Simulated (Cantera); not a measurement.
A jet of CH₄ : O₂ : N₂ = 0.013 : 0.2 : 0.79 (molar parts) at 300 K and 46.5 Torr hits a platinum plate 3.4 cm away at a mass flux of 0.042 kg/m²/s; the plate temperature is set and raised in steps from an oxygen-covered start.

Model: Deutschmann's 1995 Pt surface mechanism with GRI-Mech 3.0 gas chemistry, integrated in Cantera. Catalytic surfaces can have several steady states; this one follows from the mechanism file's or the stated starting coverage.

x: mole fraction at the wall; θ: surface coverage.

| plate T (K) | wall x CH₄ | wall x O₂ | wall x H₂O | wall x OH | wall x CO | wall x CO₂ | θ free Pt | θ O* |
|---|---|---|---|---|---|---|---|---|
| 900 | 0.00998 | 0.193 | 0.00557 | 1.91e-8 | ___ | 0.00364 | 0.190 | 0.810 |
| 950 | 0.00829 | 0.189 | 0.00869 | 6.54e-8 | 4.19e-6 | 0.00569 | 0.253 | 0.746 |
| 1000 | 0.00671 | 0.186 | 0.0116 | 1.87e-7 | 4.55e-6 | 0.00761 | 0.320 | 0.680 |
| 1050 | 0.00540 | 0.183 | 0.0140 | 4.67e-7 | 4.85e-6 | 0.00919 | 0.387 | 0.613 |
| 1100 | 0.00439 | 0.181 | 0.0158 | 1.05e-6 | 5.16e-6 | 0.0104 | 0.453 | 0.547 |
| 1150 | 0.00363 | 0.180 | 0.0172 | 2.14e-6 | 5.54e-6 | 0.0113 | 0.516 | 0.484 |
| 1200 | 0.00306 | 0.178 | 0.0182 | 4.07e-6 | ___ | 0.0119 | 0.576 | 0.423 |
| 1250 | 0.00262 | 0.178 | 0.0189 | 7.26e-6 | ___ | 0.0124 | 0.632 | 0.367 |

### Question
What belongs in the gaps?

### Answer

- 900, wall x CO: 3.66e-6
- 1200, wall x CO: 6.04e-6
- 1250, wall x CO: 6.74e-6
